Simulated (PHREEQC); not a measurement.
Consider water at 25 °C with 0.058 mol NiCl2 per kg of water. Closed to the air; pH follows from the charge balance.

Computed with PHREEQC (ion-association model, wateq4f.dat).

Each row changes one thing in this solution. Precipitation was switched off in this run.

```tsv
case	pH	ionic strength (mol/kgw)	Cl- (mol/kgw)
as made	5.80	0.162	0.110
0.027 mol/kgw CsBr added	5.81	0.187	0.110
diluted 2-fold with water	5.90	0.0835	0.0561
temperature from 25 to 45 °C	5.52	0.163	0.110
temperature from 25 to 85 °C	5.06	0.164	0.111
NiCl2 from 0.058 to 0.58 mol/kgw	5.43	0.998	0.716
NiCl2 replaced by FeCl2 at the same molality	5.60	0.168	0.113
```

The ionic strength passes 0.7 mol/kgw, the rough limit of the ion-association models, in NiCl2 from 0.058 to 0.58 mol/kgw. In wateq4f.dat the enthalpy of Ni(OH)2 has the wrong sign, so its saturation index can't be trusted away from 25 °C. At this temperature some constants are extrapolated from 25 °C, and those without enthalpy data are left unchanged.
